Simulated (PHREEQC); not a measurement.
# Ultrapure water in contact with air or piping: an equilibrium model

Synthetic water in mg/kgw, 20 °C, pH 6.45, pe 8.1:

```
constituent                mg/kgw
-----------------------  --------
Na                        0.00723
K                         0.00394
Ca                        0.00825
Mg                        0.00588
Cl                         0.0256
S(6) as SO4               0.00887
Alkalinity as HCO3         0.0276
O(0) (dissolved oxygen)  1.55e-05
Cu(2)                     0.00032
Si as SiO2               1.03e-05
Zn                       6.57e-05
Pb                       4.37e-05
Cd                        0.00103
```

Valence states are taken as typed.

Computed with PHREEQC (ion-association model, wateq4f.dat).

Each row changes one thing in this solution. No solid was allowed to form.

| case | ionic strength (mol/kgw) | HCO3- (mol/kgw) | CO2 (mol/kgw) | Cu+2 (mol/kgw) | Cu(OH)2 (mol/kgw) | Pb+2 (mol/kgw) | SI of Tenorite (CuO) | SI of Cu(OH)2 (Cu(OH)2) |
|---|---|---|---|---|---|---|---|---|
| as made | 2.26e-6 | 7.87e-7 | 6.71e-7 | 4.22e-9 | 6.95e-10 | 2.00e-10 | -3.29 | -4.31 |
| Na from 0.00723 to 0.00362 mg/kgw | 2.18e-6 | 7.87e-7 | 6.72e-7 | 4.22e-9 | 6.95e-10 | 2.00e-10 | -3.29 | -4.31 |
| pH from 6.45 to 5.5 at the same alkalinity | 5.08e-6 | … | 2.75e-5 | … | 1.03e-11 | 2.09e-10 | -5.12 | -6.14 |
| Pb from 4.37e-05 to 2.18e-05 mg/kgw | 2.26e-6 | 7.87e-7 | 6.71e-7 | 4.22e-9 | 6.95e-10 | 9.95e-11 | -3.29 | -4.31 |
| pH from 6.45 to 6.75 at the same alkalinity | 2.08e-6 | 5.88e-7 | 2.51e-7 | 2.94e-9 | 1.93e-9 | 1.90e-10 | -2.85 | -3.87 |

Question: Fill in the missing entries.

Answer: 
- pH from 6.45 to 5.5 at the same alkalinity, HCO3- (mol/kgw): 3.62e-6
- pH from 6.45 to 5.5 at the same alkalinity, Cu+2 (mol/kgw): 5.00e-9

Complexes and solids missing from the database can't appear. The database's constant for dissolved Cu(OH)2 is higher than later reviews accept.
